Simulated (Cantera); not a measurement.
An adiabatic, constant-pressure homogeneous reactor starts with CH₄ : H₂ : O₂ : N₂ : H₂O = 1 : 0.034 : 0.96 : 3.61 : 1.5 (molar parts), equivalence ratio 2.1, at 1423 K and 1.00 bar. Integrator tolerance rtol = 1e-08.

Computed with Cantera and GRI-Mech 3.0 (53 species, 325 reactions).

**Question.** What does this change do: initial temperature 1423 to 1800 K?

**Answer.** 
| quantity | before | after |
|---|---|---|
| time of steepest temperature rise | 5.64 ms | 0.151 ms |
| temperature at 2.00 s | 2210 K | 2503 K |
| equilibrium temperature | 2210 K | 2503 K |
| x(CH₄) at 2.00 s | 1.90e-11 (gas-phase equilibrium 2.19e-11) | 4.52e-12 (gas-phase equilibrium 5.17e-12) |
| x(H₂) at 2.00 s | 0.164 (gas-phase equilibrium 0.164) | 0.159 (gas-phase equilibrium 0.159) |
| x(O₂) at 2.00 s | 3.93e-6 (gas-phase equilibrium 3.93e-6) | 0.000102 (gas-phase equilibrium 0.000102) |
| x(CH₃) at 2.00 s | 5.34e-12 (gas-phase equilibrium 6.14e-12) | 5.19e-12 (gas-phase equilibrium 5.95e-12) |
| x(HCO) at 2.00 s | 5.25e-8 (gas-phase equilibrium 5.25e-8) | 1.39e-7 (gas-phase equilibrium 1.39e-7) |
| x(CH₂) at 2.00 s | <1e-12 (gas-phase equilibrium <1e-12) | <1e-12 (gas-phase equilibrium <1e-12) |
| x(NO) at 2.00 s | 4.20e-5 (gas-phase equilibrium 4.20e-5) | 0.000383 (gas-phase equilibrium 0.000383) |

**Question.** What does this change do: pressure from 1.00 bar to 5.00 bar?

**Answer.** 
| quantity | before | after |
|---|---|---|
| time of steepest temperature rise | 5.64 ms | 1.43 ms |
| temperature at 2.00 s | 2210 K | 2219 K |
| equilibrium temperature | 2210 K | 2219 K |
| x(CH₄) at 2.00 s | 1.90e-11 (gas-phase equilibrium 2.19e-11) | 4.60e-10 (gas-phase equilibrium 5.24e-10) |
| x(H₂) at 2.00 s | 0.164 (gas-phase equilibrium 0.164) | 0.165 (gas-phase equilibrium 0.165) |
| x(O₂) at 2.00 s | 3.93e-6 (gas-phase equilibrium 3.93e-6) | 8.81e-7 (gas-phase equilibrium 8.81e-7) |
| x(CH₃) at 2.00 s | 5.34e-12 (gas-phase equilibrium 6.14e-12) | 6.07e-11 (gas-phase equilibrium 6.92e-11) |
| x(HCO) at 2.00 s | 5.25e-8 (gas-phase equilibrium 5.25e-8) | 1.22e-7 (gas-phase equilibrium 1.22e-7) |
| x(CH₂) at 2.00 s | <1e-12 (gas-phase equilibrium <1e-12) | <1e-12 (gas-phase equilibrium <1e-12) |
| x(NO) at 2.00 s | 4.20e-5 (gas-phase equilibrium 4.20e-5) | 2.03e-5 (gas-phase equilibrium 2.03e-5) |
